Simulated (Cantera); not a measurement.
# Carbon deposition, reforming and gasification: C + H₂O

Feed: 1 mol C, 4.2 mol H₂O, at 0.133 bar.

Cantera equilibrium calculation (NASA polynomials, part measured and part estimated; ideal gas, pure solids and liquids). Candidate condensed phases: C, C₆H₆, C₇H₈, C₈H₁₈, H₂O; 110 gas species. Rates play no part.

From 2325 K to 2775 K nothing is condensed. The main C-bearing gas is CO throughout.

```tsv
T (K)	x H₂O	x H₂	x CO	x H	x CO₂	x OH	x O	x O₂
2325	0.548	0.241	0.136	0.0148	0.0544	0.00561	0.000234	0.000222
2375	0.545	0.239	0.136	0.0189	0.0533	0.00767	0.000408	0.000386
2425	0.540	0.236	0.137	0.0238	0.0522	0.0103	0.000694	0.000655
2475	0.533	0.234	0.137	0.0298	0.0509	0.0137	0.00115	0.00108
2525	0.524	0.232	0.137	0.0369	0.0494	0.0178	0.00186	0.00173
2575	0.512	0.229	0.137	0.0454	0.0477	0.0228	0.00294	0.00268
2625	0.497	0.228	0.137	0.0555	0.0457	0.0288	0.00452	0.00402
2675	0.479	0.226	0.137	0.0672	0.0434	0.0356	0.00677	0.00581
2725	0.456	0.225	0.136	0.0810	0.0407	0.0431	0.00987	0.00808
2775	0.430	0.224	0.136	0.0970	0.0377	0.0512	0.0140	0.0108
```
x: gas mole fraction; nothing condenses.
